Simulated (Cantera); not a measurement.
Input: 1 mol Si, 1.9 mol Cl2, 0.57 mol H2, at 6.20 bar.

Equilibrium computed with Cantera from the NASA thermochemical tables; the gas is ideal and each condensed phase is pure. Candidate condensed phases: Si; 19 gas species. Equilibrium is a limit: real reactors are often held back by kinetics, nucleation or transport.

**Question.** At 675 K, list the 5 most abundant gas species with their mole fractions, and the condensed phases.

**Answer.** SiCl4 0.546, H2 0.320, SiHCl3 0.132, SiH2Cl2 0.00198, HCl 0.000173. Condensed: gas only.
